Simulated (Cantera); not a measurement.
A perfectly stirred reactor is fed with CO : O2 : H2O : N2 = 0.006 : 0.046 : 0.058 : 1 (molar parts), at 750 Torr; it is held at 1348 K, and followed from long to short residence time.

Model: GRI-Mech 3.0 (53 species, 325 reactions), integrated in Cantera.

Problem. What does this change do: N2 1 to 0.38 parts?

Solution. 
```json
[
 {"quantity": "x(CO) at τ = 2.00 s", "before": "2.30e-5", "after": "3.62e-5"},
 {"quantity": "x(O2) at τ = 2.00 s", "before": "0.0388", "after": "0.0883"},
 {"quantity": "x(H2O) at τ = 2.00 s", "before": "0.0524", "after": "0.119"},
 {"quantity": "x(NO) at τ = 2.00 s", "before": "1.24e-7", "after": "9.32e-8"},
 {"quantity": "x(CO2) at τ = 2.00 s", "before": "0.00540", "after": "0.0123"},
 {"quantity": "x(CO) at τ = 22.0 ms", "before": "0.000462", "after": "0.000735"},
 {"quantity": "x(O2) at τ = 22.0 ms", "before": "0.0390", "after": "0.0886"},
 {"quantity": "x(H2O) at τ = 22.0 ms", "before": "0.0523", "after": "0.119"},
 {"quantity": "x(NO) at τ = 22.0 ms", "before": "5.39e-8", "after": "4.93e-8"},
 {"quantity": "x(CO2) at τ = 22.0 ms", "before": "0.00496", "after": "0.0116"}
]
```
